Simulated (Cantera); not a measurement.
Charge: 1 mol PbO, a varied amount of O2, 0.66 mol H2, held at 527 °C and 4.50 bar.

These are equilibrium values from Cantera (NASA tables, ideal gas, pure condensed phases), not measurements of a reactor. Candidate condensed phases: H2O, Pb, PbO, PbO2, Pb3O4; 12 gas species. The numbers say what is thermodynamically allowed, not how fast it happens.

Task: Which condensed phases are stable at each of these points (n(O2) (mol)): 0.24, 0.3, 0.38, 0.47, 0.6, 0.75, 0.94, 1.2, 1.5, 1.9, 2.4, 3?

Result: 
| n(O2) (mol) | condensed phases | Pb condensed (%) |
|---|---|---|
| 0.24 | Pb(l) + PbO(yellow) | 100.0 |
| 0.3 | Pb(l) + PbO(yellow) | 100.0 |
| 0.38 | PbO(yellow) | 100.0 |
| 0.47 | PbO(yellow) | 100.0 |
| 0.6 | PbO(yellow) | 100.0 |
| 0.75 | PbO(yellow) | 100.0 |
| 0.94 | PbO(yellow) | 100.0 |
| 1.2 | PbO(yellow) | 100.0 |
| 1.5 | PbO(yellow) | 100.0 |
| 1.9 | PbO(yellow) | 100.0 |
| 2.4 | PbO(yellow) | 100.0 |
| 3 | PbO(yellow) | 100.0 |

From 0.24 mol O2 to 0.3 mol O2 the condensed part is Pb(l) + PbO(yellow). From 0.38 mol O2 to 3 mol O2 the condensed part is PbO(yellow).
